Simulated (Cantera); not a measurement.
Charge: 1 mol Si, 9.5 mol H2, equilibrated at 1275 °C and 1.00 bar.

Cantera equilibrium calculation (NASA polynomials, part measured and part estimated; ideal gas, pure solids and liquids). Candidate condensed phases: Si; 9 gas species. Kinetics and transport are ignored.

Base state: H2 1.000, H 3.08e-5 (mole fractions); condensed: Si(s).

Problem. What changes in the equilibrium state with this change: Si replaced by SiCl4?

Solution. 
```
species      before     after
----------  -------  --------
H2            1.000     0.778
HCl               0     0.133
SiCl2             0    0.0536
SiCl3             0    0.0149
SiCl4             0    0.0116
SiHCl3            0   0.00830
SiH2Cl2           0  0.000969
SiH3Cl            0   3.35e-5
H           3.08e-5   2.72e-5
Si(s), mol    1.000         0
```
The tables' values for SiCl3 are old estimates; treat these amounts as uncertain.
